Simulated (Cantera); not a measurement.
A perfectly stirred reactor is fed with CH4 : H2 : O2 : N2 = 1 : 0.38 : 4.06 : 15.2 (molar parts), equivalence ratio 0.54, at 1.01 bar; it is adiabatic with a 698 K inlet, and is followed from long to short residence time, starting on the burning branch (τ in s: 0.15, 0.065, 0.027, 0.012, 0.0049, 0.0021, 0.00087, 0.00036, 0.00015, 6.5e-05, 2.7e-05, 1.2e-05, 4.9e-06).

Computed with Cantera and GRI-Mech 3.0 (53 species, 325 reactions).

Predict: blow-out, bracketed by the residence times tried; x(CH4) at τ = 0.150 s; x(H2) at τ = 0.150 s; x(O2) at τ = 0.150 s; x(CO) at τ = 0.150 s; x(CH4) at τ = 0.870 ms; x(H2) at τ = 0.870 ms; x(O2) at τ = 0.870 ms; x(CO) at τ = 0.870 ms; x(C2H2) at τ = 0.870 ms.


```json
{
  "blow_out_bracketed_by_the_residence_times_tried": "burning at 65.0 µs, out at 27.0 µs",
  "x(CH4) at τ = 0.150 s": "4.46e-6",
  "x(H2) at τ = 0.150 s": "9.86e-5",
  "x(O2) at τ = 0.150 s": "0.0911",
  "x(CO) at τ = 0.150 s": "0.000232",
  "x(CH4) at τ = 0.870 ms": "0.000137",
  "x(H2) at τ = 0.870 ms": "0.00186",
  "x(O2) at τ = 0.870 ms": "0.0923",
  "x(CO) at τ = 0.870 ms": "0.00538",
  "x(C2H2) at τ = 0.870 ms": "3.94e-9"
}
```
